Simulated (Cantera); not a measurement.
An adiabatic, constant-pressure homogeneous reactor starts with H₂ : O₂ : N₂ : H₂O = 1 : 0.658 : 6.58 : 1.2 (molar parts), at 1775 K and 0.730 bar. Integrator tolerance rtol = 1e-08.

Cantera simulation using the H2/O2 subset of GRI-Mech 3.0, which has no nitrogen chemistry; the numbers are that mechanism's predictions, not measurements.

Q: What does this change do: initial temperature 1775 to 1798 K?

A: 
| quantity | before | after |
|---|---|---|
| time of steepest temperature rise | 19.9 µs | 18.8 µs |
| temperature at 0.900 s | 2379 K | 2394 K |
| equilibrium temperature | 2379 K | 2394 K |
| x(H₂) at 0.900 s | 0.00649 (gas-phase equilibrium 0.00649) | 0.00699 (gas-phase equilibrium 0.00699) |
| x(O₂) at 0.900 s | 0.0183 (gas-phase equilibrium 0.0183) | 0.0184 (gas-phase equilibrium 0.0184) |
| x(H₂O) at 0.900 s | 0.233 (gas-phase equilibrium 0.233) | 0.232 (gas-phase equilibrium 0.232) |
| x(H₂O₂) at 0.900 s | 1.44e-7 (gas-phase equilibrium 1.44e-7) | 1.49e-7 (gas-phase equilibrium 1.49e-7) |
| x(HO₂) at 0.900 s | 2.32e-6 (gas-phase equilibrium 2.32e-6) | 2.43e-6 (gas-phase equilibrium 2.43e-6) |
| x(OH) at 0.900 s | 0.00873 (gas-phase equilibrium 0.00873) | 0.00919 (gas-phase equilibrium 0.00919) |
| x(O) at 0.900 s | 0.00123 (gas-phase equilibrium 0.00123) | 0.00134 (gas-phase equilibrium 0.00134) |
